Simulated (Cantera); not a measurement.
Input (Python, Cantera):

```python
import numpy as np
import cantera as ct

gas = ct.Solution("h2o2.yaml")
gas.TPX = 575, 860000, {'H2': 1, 'O2': 0.51, 'N2': 1.43}
flame = ct.FreeFlame(gas, width=0.0089)
flame.set_refine_criteria(ratio=3, slope=0.08, curve=0.16)
flame.transport_model = "mixture-averaged"
flame.solve(loglevel=0, auto=True)
z, T = flame.grid, flame.T
thick = (T[-1] - T[0]) / np.gradient(T, z).max()
show = ['H2', 'O2', 'HO2', 'H', 'O', 'H2O']
print(f"laminar burning velocity  {flame.velocity[0] * 100:.3f} cm/s")
print(f"burnt temperature         {T[-1]:.1f} K")
print(f"thermal thickness         {thick * 1e3:.4f} mm")
print(f"grid points               {len(z)}")
z0 = z[flame.heat_release_rate.argmax()]
print(f"{'z/mm':>9s}{'T/K':>9s}{'u/(m/s)':>9s}" + "".join(f"{s:>11s}" for s in show))
rows = []
for k in (-3, -2, -1.5, -1, -0.5, -0.25, 0, 0.25, 0.5, 1, 2, 4, 8):
    zz = z0 + k * thick
    rows.append([k * thick, np.interp(zz, z, T), np.interp(zz, z, flame.velocity),
                 *(np.interp(zz, z, flame.X[gas.species_index(s)]) for s in show)])
    print(f"{rows[-1][0] * 1e3:9.3f}{rows[-1][1]:9.1f}{rows[-1][2]:9.3f}" + "".join(f"{x:11.3e}" for x in rows[-1][3:]))
```

It prints:

```
laminar burning velocity  804.588 cm/s
burnt temperature         2784.2 K
thermal thickness         0.0269 mm
grid points               105
     z/mm      T/K  u/(m/s)         H2         O2        HO2          H          O        H2O
   -0.081    575.0    8.046  3.401e-01  1.735e-01  3.860e-11  1.270e-14  1.231e-12  4.336e-10
   -0.054    575.0    8.046  3.401e-01  1.735e-01  4.475e-09  1.668e-12  1.613e-10  3.780e-08
   -0.040    575.0    8.045  3.400e-01  1.735e-01  3.991e-08  1.579e-11  1.490e-09  2.963e-07
   -0.027    575.9    8.043  3.388e-01  1.738e-01  2.084e-06  1.270e-09  5.830e-08  1.081e-05
   -0.013    621.7    8.501  3.221e-01  1.769e-01  5.269e-04  2.752e-05  9.953e-06  1.975e-03
   -0.007    939.5   12.288  2.706e-01  1.711e-01  1.447e-03  2.725e-03  4.048e-04  3.264e-02
    0.000   1473.3   18.579  1.787e-01  1.308e-01  7.037e-04  1.793e-02  3.940e-03  1.266e-01
    0.007   1858.0   23.112  1.000e-01  7.536e-02  3.240e-04  3.212e-02  8.604e-03  2.254e-01
    0.013   2069.2   25.563  6.576e-02  4.608e-02  1.593e-04  3.348e-02  1.047e-02  2.736e-01
    0.027   2283.4   27.928  4.944e-02  2.998e-02  7.301e-05  2.572e-02  9.656e-03  3.034e-01
    0.054   2474.8   29.907  4.155e-02  2.364e-02  3.811e-05  1.612e-02  6.679e-03  3.235e-01
    0.107   2629.7   31.435  3.337e-02  1.902e-02  2.141e-05  9.276e-03  4.148e-03  3.421e-01
    0.215   2730.2   32.391  2.641e-02  1.570e-02  1.452e-05  5.610e-03  2.711e-03  3.560e-01
```

Detailed kinetics in Cantera: the H2/O2 subset of GRI-Mech 3.0, which has no nitrogen chemistry. The hydrogen kinetics of GRI-Mech 3.0 are dated; newer H2 mechanisms differ, most at raised pressure. Burning velocities carry a grid error of a few per cent, more on coarse grids.
